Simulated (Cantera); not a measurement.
A closed system holds: 1 mol SrCl₂, 1 mol H₂, 80 mol N₂, 2.2 mol O₂, at 1823 K and 0.100 bar.

These are equilibrium values from Cantera (NASA tables, ideal gas, pure condensed phases), not measurements of a reactor. Condensed phases not in the tables: oxide chlorides. Equilibrium is a limit: real reactors are often held back by kinetics, nucleation or transport.

```
species        before     after
-----------  --------  --------
N₂              0.955     0.860
H₂            1.61e-5    0.0815
H₂O            0.0106    0.0451
O₂             0.0193   1.36e-8
SrCl₂          0.0105   0.00854
NO            0.00150   1.19e-6
O             6.63e-5   5.56e-8
H             5.50e-6  0.000391
Cl           0.000611   1.60e-5
SrCl          1.42e-6   4.42e-5
OH           0.000253   1.51e-5
SrO(s), mol     0.124     0.200
```
Gas species are given as mole fractions.

### Question
Name the change that produced these shifts.
A) temperature from 1823 K to 1325 K
B) H₂ from 1 to 12 mol
C) H₂ from 1 to 0.17 mol
D) temperature from 1823 K to 1523.15 K

### Answer
B, H₂ from 1 to 12 mol
